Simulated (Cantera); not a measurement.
A Cantera script and what it prints.

```python
import numpy as np
import cantera as ct

gas_names = """
    H2O2 H
""".split()
cond_names = """
    Nb(cr) Nb(L) Nb2O5(s) Nb2O5(L)
""".split()


# ... load() reads the species with a 1 bar reference pressure and builds the phases ...
species = {s.name: s for s in load("nasa_gas.yaml", gas_names) + load("nasa_condensed.yaml", cond_names)}
# Each term lists the table entries of one substance; the one whose range holds T is used.
reactions = {
    '4 Nb + 5 H2O2(g) = 10 H(g) + 2 Nb2O5':
        [(-4, ['Nb(cr)', 'Nb(L)']), (-5, ['H2O2']), (10, ['H']), (2, ['Nb2O5(s)', 'Nb2O5(L)'])],
}


def pick(names, T):
    return next(species[n] for n in names if species[n].thermo.min_temp <= T <= species[n].thermo.max_temp)


results = []
for label, terms in reactions.items():
    print(label)
    print("     T/K   dH/kJ  dS/(J/K)   dG/kJ   log10 K")
    for T in [2175, 2250, 2325, 2400, 2475, 2550, 2625, 2700, 2775, 2850, 2925]:
        used = [(nu, pick(names, T)) for nu, names in terms]
        dH = sum(nu * s.thermo.h(T) for nu, s in used) / 1e6
        dS = sum(nu * s.thermo.s(T) for nu, s in used) / 1e3
        dG = dH - T * dS / 1e3
        logK = -dG * 1e6 / (ct.gas_constant * T * np.log(10))
        results.append((label, T, dH, dS, dG, logK, [s.name for _, s in used]))
        print(f"{T:8g} {dH:8.1f} {dS:8.1f} {dG:8.1f} {logK:8.2f}")
```

Result:

```
4 Nb + 5 H2O2(g) = 10 H(g) + 2 Nb2O5
     T/K   dH/kJ  dS/(J/K)   dG/kJ   log10 K
    2175   -460.5    512.1  -1574.3    37.81
    2250   -447.4    518.0  -1612.9    37.44
    2325   -434.7    523.6  -1652.0    37.11
    2400   -422.4    528.8  -1691.4    36.81
    2475   -410.5    533.6  -1731.3    36.54
    2550   -399.1    538.2  -1771.5    36.29
    2625   -388.2    542.4  -1812.0    36.06
    2700   -377.8    546.3  -1852.8    35.84
    2775   -474.6    511.1  -1892.9    35.63
    2850   -462.0    515.6  -1931.4    35.40
    2925   -449.6    519.9  -1970.3    35.18
```

Cantera with NASA thermochemical tables; ideal gases at 1 bar, condensed phases pure. Condensed species are held in their standard states even where they would react or evaporate.
